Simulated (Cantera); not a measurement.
**Silicon epitaxy and polysilicon growth: SiCl4 + HCl + H2**

Feed: 1 mol SiCl4, 4.7 mol HCl, a varied amount of H2, held at 1273 K and 0.380 bar.

Cantera equilibrium calculation (NASA polynomials, part measured and part estimated; ideal gas, pure solids and liquids). Candidate condensed phases: Si; 19 gas species. The tables' values for SiCl3 are old estimates; treat these amounts as uncertain. Rates play no part.

From 110 mol H2 to 210 mol H2 nothing is condensed. From 250 mol H2 to 570 mol H2 the condensed part is Si(s). The main Si-bearing gas is SiCl4 at 110 mol H2 and SiCl2 at 570 mol H2.

| n(H2) (mol) | x H2 | x HCl | x SiCl4 | x SiCl2 | x SiHCl3 | x SiCl3 | x SiH2Cl2 | n Si(s) |
|---|---|---|---|---|---|---|---|---|
| 110 | 0.943 | 0.0488 | 0.00287 | 0.00229 | 0.00221 | 0.00100 | 0.000236 | 0 |
| 130 | 0.950 | 0.0423 | 0.00210 | 0.00226 | 0.00189 | 0.000852 | 0.000235 | 0 |
| 150 | 0.956 | 0.0374 | 0.00160 | 0.00221 | 0.00163 | 0.000733 | 0.000231 | 0 |
| 180 | 0.963 | 0.0319 | 0.00110 | 0.00211 | 0.00133 | 0.000596 | 0.000222 | 0 |
| 210 | 0.968 | 0.0278 | 0.000795 | 0.00201 | 0.00110 | 0.000493 | 0.000213 | 0 |
| 250 | 0.972 | 0.0248 | 0.000512 | 0.00164 | 0.000802 | 0.000357 | 0.000174 | 0.105 |
| 290 | 0.975 | 0.0224 | 0.000342 | 0.00134 | 0.000593 | 0.000264 | 0.000143 | 0.203 |
| 350 | 0.978 | 0.0196 | 0.000199 | 0.00102 | 0.000396 | 0.000176 | 0.000109 | 0.320 |
| 410 | 0.981 | 0.0174 | 0.000123 | 0.000800 | 0.000276 | 0.000122 | 8.59e-5 | 0.411 |
| 480 | 0.984 | 0.0154 | 7.40e-5 | 0.000622 | 0.000189 | 8.38e-5 | 6.69e-5 | 0.493 |
| 570 | 0.986 | 0.0133 | 4.18e-5 | 0.000467 | 0.000123 | 5.46e-5 | 5.04e-5 | 0.571 |
x: gas mole fraction; n: condensed amount in mol.
